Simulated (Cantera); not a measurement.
An adiabatic, constant-volume homogeneous reactor starts with CH4 : O2 : N2 = 1 : 2.11 : 7.92 (molar parts), at 1075 K and 2.00 bar. Integrator tolerance rtol = 1e-08.

Cantera simulation using GRI-Mech 3.0 (53 species, 325 reactions); the numbers are that mechanism's predictions, not measurements.

**Question.** What does this change do: constant pressure in place of constant volume?

**Answer.** 
```tsv
quantity	before	after
time of steepest temperature rise	0.145 s	0.150 s
temperature at 2.00 s	2818 K	2588 K
equilibrium temperature	2818 K	2588 K
x(CH4) at 2.00 s	<1e-12 (gas-phase equilibrium <1e-12)	<1e-12 (gas-phase equilibrium <1e-12)
x(O2) at 2.00 s	0.0198 (gas-phase equilibrium 0.0198)	0.0174 (gas-phase equilibrium 0.0174)
x(HCO) at 2.00 s	5.91e-8 (gas-phase equilibrium 5.91e-8)	1.22e-8 (gas-phase equilibrium 1.22e-8)
x(CO2) at 2.00 s	0.0586 (gas-phase equilibrium 0.0586)	0.0677 (gas-phase equilibrium 0.0677)
x(CO) at 2.00 s	0.0294 (gas-phase equilibrium 0.0294)	0.0211 (gas-phase equilibrium 0.0211)
x(H2O) at 2.00 s	0.155 (gas-phase equilibrium 0.155)	0.163 (gas-phase equilibrium 0.163)
```
